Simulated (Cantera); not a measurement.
A Cantera script and its output.

```python
import numpy as np
import cantera as ct

gas = ct.Solution("gri30.yaml")
gas.TPX = 1050, 25000, {'CH3OH': 1, 'O2': 0.625, 'N2': 5.56}
reactor = ct.IdealGasReactor(gas, energy="on", clone=False)
net = ct.ReactorNet([reactor])
net.rtol, net.atol = 1e-08, 1e-16
show = ['CH3OH', 'O2', 'H2', 'N2O', 'O', 'CO2']
times = np.geomspace(5e-06, 1, 11)

steps = ct.SolutionArray(gas, extra=["t"])
rows = []
print(f"{'t/s':>10s}{'T/K':>9s}{'P/Pa':>11s}" + "".join(f"{s:>11s}" for s in show))
for t in times:
    while net.time < t:
        t_next = net.step()
        steps.append(gas.state, t=t_next)
    rows.append([np.interp(t, steps.t, y) for y in (steps.T, steps.P, *steps(*show).X.T)])
    print(f"{t:10.3e}{rows[-1][0]:9.1f}{rows[-1][1]:11.4g}" + "".join(f"{x:11.3e}" for x in rows[-1][2:]))
rate = np.gradient(steps.T, steps.t)
print("integrator steps:", len(steps.t))
if steps.T.max() > steps.T[0] + 200:
    print(f"time of steepest temperature rise: {steps.t[rate.argmax()]:.4e} s")
gas.TPX = 1050, 25000, {'CH3OH': 1, 'O2': 0.625, 'N2': 5.56}
gas.equilibrate("UV")
print(f"equilibrium (UV): T = {gas.T:.1f} K  " + "  ".join(f"{s} {gas[s].X[0]:.3e}" for s in show))
```

Output:

```
       t/s      T/K       P/Pa      CH3OH         O2         H2        N2O          O        CO2
 5.000e-06   1050.0    2.5e+04  1.392e-01  8.699e-02  3.393e-11  9.148e-20  5.790e-13  7.697e-12
 1.695e-05   1050.0    2.5e+04  1.392e-01  8.699e-02  1.843e-10  5.485e-19  6.074e-13  2.877e-11
 5.743e-05   1050.0    2.5e+04  1.392e-01  8.699e-02  7.471e-10  4.892e-18  6.120e-13  1.002e-10
 1.947e-04   1050.0    2.5e+04  1.392e-01  8.699e-02  2.728e-09  5.480e-17  6.182e-13  3.423e-10
 6.598e-04   1050.0    2.5e+04  1.392e-01  8.699e-02  9.788e-09  6.830e-16  6.243e-13  1.163e-09
 2.236e-03   1050.0    2.5e+04  1.392e-01  8.699e-02  3.424e-08  8.503e-15  6.256e-13  3.943e-09
 7.579e-03   1050.0    2.5e+04  1.392e-01  8.699e-02  1.180e-07  1.009e-13  6.274e-13  1.337e-08
 2.569e-02   1050.0    2.5e+04  1.392e-01  8.699e-02  4.178e-07  1.156e-12  6.392e-13  4.531e-08
 8.706e-02   1050.0    2.5e+04  1.392e-01  8.698e-02  1.945e-06  1.251e-11  7.594e-13  1.537e-07
 2.951e-01   1050.1    2.5e+04  1.391e-01  8.695e-02  2.772e-05  1.373e-10  2.570e-12  5.281e-07
 1.000e+00   1970.6  5.592e+04  2.062e-14  1.184e-07  1.106e-01  1.679e-10  2.464e-07  2.323e-02
integrator steps: 2586
time of steepest temperature rise: 5.7132e-01 s
equilibrium (UV): T = 1970.6 K  CH3OH 2.088e-14  O2 1.184e-07  H2 1.106e-01  N2O 1.847e-10  O 2.463e-07  CO2 2.323e-02
```

Cantera simulation using GRI-Mech 3.0 (53 species, 325 reactions); the numbers are that mechanism's predictions, not measurements. GRI-Mech 3.0 was tuned for natural gas; its chemistry of methanol as a main component is partial and can be far from experiment.
